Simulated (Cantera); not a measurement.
Feed: 1 mol Si, 1.3 mol CO₂, 440 mol N₂, at 0.00133 bar.

Cantera equilibrium calculation (NASA polynomials, part measured and part estimated; ideal gas, pure solids and liquids). Candidate condensed phases: C, Si, SiC, SiO₂, Si₂N₂O, Si₃N₄; 34 gas species. Kinetics and transport are ignored. All values below are at 1823 K.

Base state: N₂ 0.995, CO 0.00230, SiO 0.00225, CO₂ 0.000635, NO 2.16e-5 (mole fractions); condensed: gas only.

What changes in the equilibrium state with this change: pressure from 0.00133 bar to 0.0133 bar?


| species | before | after |
|---|---|---|
| N₂ | 0.995 | 0.995 |
| CO | 0.00230 | 0.00283 |
| SiO | 0.00225 | 0.00169 |
| NO | 2.16e-5 | 9.60e-7 |
| CO₂ | 0.000635 | 0.000109 |
| SiO₂(condensed), mol | 0 | 0.251 |
The tables hold silica as quartz up to 1696 K and as liquid above; real silica turns to tridymite and cristobalite and melts near 1996 K.
